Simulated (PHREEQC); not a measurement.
# Alkaline etch or developer (model solution)

A solution holds 63 mmol/kgw TMAH and 6.1 mmol/kgw CO2, at 25 °C. Closed to the air; pH follows from the charge balance.

Model: ion-association model, phreeqc.dat, run in PHREEQC.

Precipitation was switched off in this run.

### Question
Estimate the pH.

### Answer
pH 12.60.

(CH3)4N+ isn't in the database: it is added as a free cation with an ion size of 4 Å.
